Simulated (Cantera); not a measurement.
Charge: 1 mol Si3N4, 0.0093 mol C, 0.4 mol H2, equilibrated at 1500 Torr.

Equilibrium computed with Cantera from the NASA thermochemical tables; the gas is ideal and each condensed phase is pure. Candidate condensed phases: C, C6H6, C7H8, C8H18, Si, SiC, Si3N4; 105 gas species. Mutual solubility and eutectic melting of coexisting phases are not modelled. The tables' values for SiN are old estimates; treat these amounts as uncertain. Gases not in the tables: Si2H6 and higher silanes. Kinetics and transport are ignored.

x: gas mole fraction; n: condensed amount in mol.

| T (°C) | x H2 | x N2 | x H | x Si | x HCN | n SiC(s) | n Si3N4(s) | n Si(l) |
|---|---|---|---|---|---|---|---|---|
| 1300 | 0.984 | 0.0146 | 2.85e-5 | 9.48e-10 | 5.74e-5 | 0.00887 | 0.997 | 0 |
| 1400 | 0.985 | 0.0150 | 7.99e-5 | 2.16e-8 | 4.96e-5 | 0.00915 | 0.997 | 0 |
| 1500 | 0.984 | 0.0151 | 0.000200 | 3.47e-7 | 4.28e-5 | 0.00924 | 0.997 | 0 |
| 1600 | 0.984 | 0.0152 | 0.000453 | 4.13e-6 | 3.75e-5 | 0.00927 | 0.997 | 0 |
| 1700 | 0.941 | 0.0574 | 0.000926 | 1.58e-5 | 0.000152 | 0.00921 | 0.988 | 0.0273 |
| 1800 | 0.791 | 0.207 | 0.00165 | 4.98e-5 | 0.000560 | 0.00898 | 0.948 | 0.148 |
| 1900 | 0.336 | 0.660 | 0.00198 | 0.000141 | 0.00128 | [?] | 0.609 | 1.16 |
| 2000 | 0.164 | 0.831 | 0.00241 | 0.000366 | 0.00186 | [?] | 0 | 2.99 |
| 2100 | 0.162 | 0.829 | 0.00398 | 0.000872 | 0.00325 | [?] | 0 | 3.00 |
| 2200 | 0.160 | 0.827 | 0.00632 | 0.00194 | 0.00325 | 0 | 0 | 2.99 |
| 2300 | 0.158 | 0.823 | 0.00965 | 0.00403 | 0.00310 | 0 | 0 | 2.98 |
| 2400 | 0.154 | 0.817 | 0.0142 | 0.00795 | 0.00292 | 0 | 0 | 2.97 |

### Question
Some entries are withheld; supply them.

### Answer

- 1900, n SiC(s): 0.00763
- 2000, n SiC(s): 0.00430
- 2100, n SiC(s): 0.000294
